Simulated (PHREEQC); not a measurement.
# Nickel, zinc or cadmium bath (model solution)

Make-up at 25 °C: 13 mmol/kgw CdCl2 and 0.91 mmol/kgw FeSO4. Closed to the air; pH follows from the charge balance.

Computed with PHREEQC (ion-association model, phreeqc.dat).

```
Item                    Result
--------------  --------------
pH                        5.82
ionic strength  0.0281 mol/kgw
```

```csv
species,molality,activity,log γ
Cl-,0.0192,0.0163,-0.071
Cd+2,0.00627,0.00332,-0.276
CdCl+,0.00607,0.00518,-0.069
Fe+2,0.000871,0.000482,-0.257
SO4-2,0.000581,0.000313,-0.269
CdCl2,0.000350,0.000352,0.003
CdSO4,0.000298,0.000300,0.003
FeSO4,2.66e-5,2.68e-5,0.003
FeCl+,1.27e-5,1.08e-5,-0.069
CdCl3-,4.25e-6,3.63e-6,-0.069
Cd(SO4)2-2,1.94e-6,1.03e-6,-0.276
```

This is a speciation only: nothing precipitates in the calculation. Complexes and solids missing from the database can't appear.
